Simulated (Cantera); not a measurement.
A perfectly stirred reactor is fed with 0.768 % CO, 4.17 % O2, 0.275 % H2O, 94.8 % N2, equivalence ratio 0.092, at 0.132 atm; it is held at 1125 K, and followed from long to short residence time.

Cantera simulation using GRI-Mech 3.0 (53 species, 325 reactions); the numbers are that mechanism's predictions, not measurements.

Q: Predict: x(CO) at τ = 12.0 s; x(O2) at τ = 12.0 s; x(H2O) at τ = 12.0 s; x(N2O) at τ = 12.0 s; x(OH) at τ = 12.0 s; x(CO) at τ = 0.230 s; x(O2) at τ = 0.230 s; x(H2O) at τ = 0.230 s; x(N2O) at τ = 0.230 s; x(OH) at τ = 0.230 s.

A: 
```json
{
 "x(CO) at τ = 12.0 s": "0.000114",
 "x(O2) at τ = 12.0 s": "0.0381",
 "x(H2O) at τ = 12.0 s": "0.00275",
 "x(N2O) at τ = 12.0 s": "2.03e-7",
 "x(OH) at τ = 12.0 s": "1.54e-5",
 "x(CO) at τ = 0.230 s": "0.00147",
 "x(O2) at τ = 0.230 s": "0.0386",
 "x(H2O) at τ = 0.230 s": "0.00270",
 "x(N2O) at τ = 0.230 s": "1.07e-7",
 "x(OH) at τ = 0.230 s": "5.08e-5"
}
```
